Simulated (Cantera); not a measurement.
**Premixed flame**

A freely propagating, adiabatic, planar premixed flame of H2 : O2 : N2 = 1 : 0.2 : 0.752 (molar parts), equivalence ratio 2.5, unburnt at 523 K and 270 Torr; mixture-averaged transport, grid criteria slope 0.08 and curve 0.16, no radiation.

Computed with Cantera and the H2/O2 subset of GRI-Mech 3.0, which has no nitrogen chemistry. Burning velocities carry a grid error of a few per cent, more on coarse grids.

| z (mm) | T (K) | u (m/s) | x H2 | x O2 | x H | x O | x HO2 | x H2O2 |
|---|---|---|---|---|---|---|---|---|
| -5.05 | 523 | 6.00 | 0.512 | 0.102 | <1e-8 | <1e-8 | <1e-8 | <1e-8 |
| -3.36 | 523 | 6.00 | 0.512 | 0.102 | <1e-8 | <1e-8 | <1e-8 | <1e-8 |
| -2.52 | 523 | 6.00 | 0.512 | 0.102 | <1e-8 | <1e-8 | <1e-8 | <1e-8 |
| -1.68 | 523 | 6.00 | 0.512 | 0.102 | 9.39e-8 | <1e-8 | 5.68e-7 | <1e-8 |
| -0.841 | 546 | 6.23 | 0.509 | 0.102 | 0.000387 | 1.31e-5 | 0.000125 | 2.83e-6 |
| -0.421 | 744 | 8.33 | 0.480 | 0.0965 | 0.0101 | 0.000212 | 6.62e-5 | 3.23e-6 |
| 0 | 1113 | 12.2 | 0.376 | 0.0595 | 0.0583 | 0.00239 | 2.51e-5 | 3.79e-7 |
| 0.421 | 1352 | 14.7 | 0.291 | 0.0103 | 0.0957 | 0.00170 | 4.22e-6 | 1.85e-7 |
| 0.841 | 1444 | 15.6 | 0.280 | 0.00121 | 0.0954 | 0.000676 | 4.66e-7 | 1.15e-7 |
| 1.68 | 1539 | 16.5 | 0.287 | 0.000195 | 0.0838 | 0.000511 | 7.30e-8 | 1.02e-7 |
| 3.36 | 1644 | 17.5 | 0.297 | 0.000140 | 0.0687 | 0.000423 | 5.06e-8 | 7.84e-8 |
| 6.73 | 1751 | 18.5 | 0.307 | 9.64e-5 | 0.0530 | 0.000302 | 3.52e-8 | 4.90e-8 |
| 13.5 | 1848 | 19.4 | 0.317 | 5.65e-5 | 0.0384 | 0.000183 | 2.22e-8 | 2.63e-8 |
x: mole fraction of selected species; z is measured from the peak of heat release.

```yaml
laminar_burning_velocity: 600 cm/s
thermal_thickness: 1.68 mm
peak x(H): 0.0976
peak x(O): 0.00280
peak x(HO2): 0.000126
peak x(H2O2): 4.85e-6
```
